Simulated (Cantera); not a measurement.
What does this Cantera script print?

```python
import numpy as np
import cantera as ct

gas_names = """
    B BH BH2 BH3 BN B2 H H2 N NH NH2 NH3 N2 N2H2 N2H4
""".split()
cond_names = """
    B(b) B(L) BN(s)
""".split()


# ... load() reads the species with a 1 bar reference pressure and builds the phases ...
atoms = {
    'B': {'B': 1},
    'NH3': {'N': 1, 'H': 3},
}
top_T = {'BN(s)': 3200}  # K; cautious upper limits of use, not melting points


# ... equilibrate(T, P, feed) seeds the gas with the atoms and calls Mixture.equilibrate('TP', solver="vcs", rtol=1e-11, max_steps=5000) ...
results = []
feed = {'B': 1, 'NH3': 1.2}  # mol
T = 1450  # K
P = 133.322  # Pa
mix = equilibrate(T, P, feed)
results.append((T, P, feed, dict(zip(mix.species_names, mix.species_moles))))
x = sorted(zip(gas.X, gas.species_names), reverse=True)
print(f"T = {T:g} K  P = {P:g} Pa  gas = {mix.phase_moles(0):.4g} mol")
print("   x: " + "  ".join(f"{s} {v:.3e}" for v, s in x if v > 1e-06))
print("   condensed (mol): " + ("  ".join(f"{mix.phase(i).name} {mix.phase_moles(i):.4g}"
      for i in range(1, mix.n_phases) if mix.phase_moles(i) > 1e-12) or "none"))
```

It prints:

```
T = 1450 K  P = 133.322 Pa  gas = 1.9 mol
   x: H2 9.471e-01  N2 5.262e-02  H 2.521e-04
   condensed (mol): BN(s) 1
```

These are equilibrium values from Cantera (NASA tables, ideal gas, pure condensed phases), not measurements of a reactor.
